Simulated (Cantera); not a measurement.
Silicon carbide growth: SiH4 + C2H2 + H2 + CH4

Charge: 1 mol SiH4, 0.4 mol C2H2, 4.1 mol H2, 0.26 mol CH4, held at 133 Pa.

Method: chemical equilibrium by Gibbs-energy minimisation in Cantera with the NASA 1993 tables (ideal gas, pure condensed phases). Candidate condensed phases: C, C6H6, C7H8, C8H18, Si, SiC; 87 gas species. Gases not in the tables: Si2H6 and higher silanes. Kinetics and transport are ignored.

```tsv
T (K)	log p H2	log p H	log p Si	log p SiC2	log p Si2C	log p C2H2 (acetylene)	log p SiH	n C(graphite)	n SiC(s)
1948	-2.89	-4.39	-5.98	-7.47	-7.64	-6.16	-7.54	0.0583	0.994
2023	-2.90	-4.17	-5.47	-6.81	-6.99	-5.95	-7.11	0.0663	0.979
2098	-2.92	-3.97	-5.00	-6.19	-6.39	-5.76	-6.72	0.0967	0.935
2173	-2.94	-3.79	-4.55	-5.62	-5.83	-5.60	-6.36	0.189	0.805
2248	-3.00	-3.63	-4.14	-5.08	-5.30	-5.48	-6.03	0.452	0.432
2323	-3.06	-3.49	-3.94	-4.77	-5.18	-5.38	-5.92	0.722	0
2398	-3.12	-3.36	-3.96	-4.68	-5.48	-5.28	-6.02	0.653	0
```
log p: log10 of the partial pressure in bar; n: condensed amount in mol.

From 1948 K to 2248 K the condensed part is C(graphite) + SiC(s). From 2323 K to 2398 K the condensed part is C(graphite). The main Si-bearing gas is Si throughout.
